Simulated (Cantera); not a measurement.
Feed: 1 mol BF3, 0.7 mol H2O, at 0.0100 bar.

Equilibrium computed with Cantera from the NASA thermochemical tables; the gas is ideal and each condensed phase is pure. Candidate condensed phases: B, B2O3, B3O3H3, H2O; 43 gas species. Gases not in the tables: H3BO3. Rates play no part.

Task: Which condensed phases are stable at each of these points (T (K)): 1123, 1173, 1223, 1273, 1323, 1373, 1423, 1473?

Result: 
```
T (K)  condensed phases  B condensed (%)
-----  ----------------  ---------------
1123            B2O3(l)              6.3
1173            B2O3(l)              6.1
1223            B2O3(l)              4.2
1273           gas only              0.0
1323           gas only              0.0
1373           gas only              0.0
1423           gas only              0.0
1473           gas only              0.0
```

From 1123 K to 1223 K the condensed part is B2O3(l). From 1273 K to 1473 K nothing is condensed.
